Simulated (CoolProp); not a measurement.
Saturated liquid density (kg/m³) of n-hexane: the reference equation beside estimates from Tc = 507.8 K, pc = 3044 kPa, ω = 0.300. Rackett uses Z = 0.29056 − 0.08775 ω.

Values from CoolProp's reference Helmholtz-energy equation of state, Thol 2019.

```tsv
T (K)	reference	Rackett	van der Waals	Peng-Robinson
351.8	603.4	(withheld)	356.8	614.4
358.9	(withheld)	600.5	352.5	606.5
366.1	(withheld)	592.6	348.0	598.1
373.3	580.8	584.6	343.4	(withheld)
380.5	572.9	576.3	338.6	580.2
387.7	564.7	567.9	333.7	570.6
394.9	556.3	559.2	328.6	560.5
402.1	547.7	(withheld)	323.3	549.9
```

Question: Some entries are withheld; supply them.

Answer: 
- 351.8, Rackett: 608.1
- 358.9, reference: 596.1
- 366.1, reference: 588.5
- 373.3, Peng-Robinson: 589.3
- 402.1, Rackett: 550.2

Absolute difference from the reference over all 8 rows, mean and median: Rackett 0.6 and 0.6 %, van der Waals 40.9 and 40.9 %, Peng-Robinson 1.3 and 1.4 %.
